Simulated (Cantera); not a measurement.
A perfectly stirred reactor is fed with H2 : O2 = 0.017 : 1 (molar parts), equivalence ratio 0.0085, at 0.00375 atm; it is held at 950 K, and followed from long to short residence time.

Model: GRI-Mech 3.0 (53 species, 325 reactions), integrated in Cantera. Radical loss at walls, strong at low pressure, is not modelled.

What does this change do: pressure from 0.00375 atm to 0.0247 atm?


| quantity | before | after |
|---|---|---|
| x(H2) at τ = 12.0 s | 0.000107 | 7.84e-5 |
| x(O2) at τ = 12.0 s | 0.982 | 0.983 |
| x(OH) at τ = 12.0 s | 0.000155 | 4.10e-5 |
| x(H2O2) at τ = 12.0 s | 9.82e-9 | 3.92e-8 |
| x(O) at τ = 12.0 s | 0.000894 | 7.94e-5 |
| x(H2) at τ = 0.170 s | 0.00132 | 0.000791 |
| x(O2) at τ = 0.170 s | 0.976 | 0.982 |
| x(OH) at τ = 0.170 s | 0.000735 | 0.000241 |
| x(H2O2) at τ = 0.170 s | 2.58e-8 | 1.41e-7 |
| x(O) at τ = 0.170 s | 0.00576 | 0.000863 |
